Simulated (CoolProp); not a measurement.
Vapour pressure (MPa) of n-pentane: the reference equation beside estimates from Tc = 196.5 °C, pc = 3.368 MPa, ω = 0.251.

Computed with CoolProp (reference Helmholtz-energy equation of state, Thol 2019).

```
T (°C)  reference  van der Waals  Redlich-Kwong  Peng-Robinson
------  ---------  -------------  -------------  -------------
88.35      0.4524          1.077         0.6248         0.4510
99.25      0.5831          1.238         0.7767         0.5820
110.15     0.7402          1.414         0.9523         0.7398
120.95     0.9249          1.603          1.151         0.9259
131.85      1.144          1.810          1.379          1.147
142.75      1.400          2.032          1.635          1.406
153.65      1.696          2.270          1.922          1.705
164.55      2.037          2.524          2.240          2.050
175.35      2.425          2.792          2.587          2.441
```

Absolute difference from the reference over all 9 rows, mean and median: van der Waals 65.7 and 58.2 %, Redlich-Kwong 21.3 and 20.5 %, Peng-Robinson 0.4 and 0.3 %.
